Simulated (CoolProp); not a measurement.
Vapour-liquid equilibrium of ethanol (1) + p-xylene (2) at 8.75 bar; x and y are mole fractions of (1).

Values from CoolProp's multi-fluid Helmholtz-energy mixture model, Schroeder 2014 and Zhou 2012; pair parameters Bell 2016.

| x | bubble temperature, mixture model (°C) | bubble temperature, Raoult's law (°C) | y, mixture model | y, Raoult's law |
|---|---|---|---|---|
| 0.05 | 210.4 | 226.2 | 0.402 | 0.275 |
| 0.15 | 180.7 | 204.8 | 0.673 | 0.560 |
| 0.25 | 169.5 | 190.6 | 0.754 | 0.706 |
| 0.35 | 163.9 | 180.2 | 0.792 | 0.795 |
| 0.45 | 160.4 | 172.0 | 0.818 | 0.855 |
| 0.55 | 157.5 | 165.4 | 0.842 | 0.898 |
| 0.65 | 154.8 | 159.8 | 0.868 | 0.930 |
| 0.75 | 152.1 | 155.0 | 0.899 | 0.956 |
| 0.85 | 149.4 | 150.9 | 0.936 | 0.976 |
| 0.95 | 146.8 | 147.2 | 0.978 | 0.993 |

The largest gap from Raoult's law is -24.1 K in bubble temperature, at x = 0.15. No azeotrope shows between x = 0.05 and 0.95.

Pair parameters are fitted to limited data, so mixtures are less certain than the pure fluids. With so large a gap from Raoult's law the liquid may split in two, which this calculation doesn't test in full.
